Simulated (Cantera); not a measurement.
Input: 1 mol B, 25 mol H2, 14 mol N2, held at 4.88 Torr.

These are equilibrium values from Cantera (NASA tables, ideal gas, pure condensed phases), not measurements of a reactor. Candidate condensed phases: B, BN; 15 gas species. The numbers say what is thermodynamically allowed, not how fast it happens.

Task: At 1573 K, list the 3 most abundant gas species with their mole fractions, and the condensed phases.

Result: H2 0.649, N2 0.351, H 0.000406. Condensed: BN(s).
